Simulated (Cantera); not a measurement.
Input: 1 mol FeS, 0.2 mol H2S, 35 mol N2, 0.36 mol O2, held at 977 °C and 1330 Pa.

Equilibrium computed with Cantera from the NASA thermochemical tables; the gas is ideal and each condensed phase is pure. Candidate condensed phases: Fe, FeO, Fe(OH)2, Fe(OH)3, FeS, FeSO4, FeS2, Fe2O3, Fe2(SO4)3, Fe3O4, H2O, H2SO4, S; 38 gas species. Metal and sulfide melt together well below either melting point, which pure phases cannot show. Mutual solubility and eutectic melting of coexisting phases are not modelled. The tables' stoichiometric FeO is somewhat more stable than real wüstite, so its field is too wide. FeO, FeS: taken at fixed stoichiometry. Gases not in the tables: S3 to S7. Rates play no part.

Base state: N2 0.986, H2O 0.00475, SO2 0.00447, S2 0.00375, H2 0.000792, H2S 8.70e-5, SO 5.97e-5, S2O 1.83e-5 (mole fractions); condensed: FeO(s) + FeS(s).

Task: What changes in the equilibrium state with this change: temperature from 977 °C to 477 °C?

Result: 
```tsv
species	before	after
N2	0.986	0.988
SO2	0.00447	0.00647
H2O	0.00475	0.00559
S2	0.00375	0.000225
SO	5.97e-5	1.46e-8
H2	0.000792	5.35e-6
FeO(s), mol	0.232	0
FeS(s), mol	0.768	0.953
Fe3O4(s), mol	0	0.0157
```
FeS: taken at fixed stoichiometry.

Task: What changes in the equilibrium state with this change: H2S from 0.2 to 1.4 mol?

Result: 
| species | before | after |
|---|---|---|
| N2 | 0.986 | 0.945 |
| H2O | 0.00475 | 0.0186 |
| S2 | 0.00375 | 0.0168 |
| H2 | 0.000792 | 0.0155 |
| H2S | 8.70e-5 | 0.00361 |
| SO2 | 0.00447 | 0.000380 |
| SH | 8.48e-6 | 7.95e-5 |
| SO | 5.97e-5 | 2.54e-5 |
| FeO(s), mol | 0.232 | 0 |
| FeS(s), mol | 0.768 | 1.00 |
FeS: taken at fixed stoichiometry.
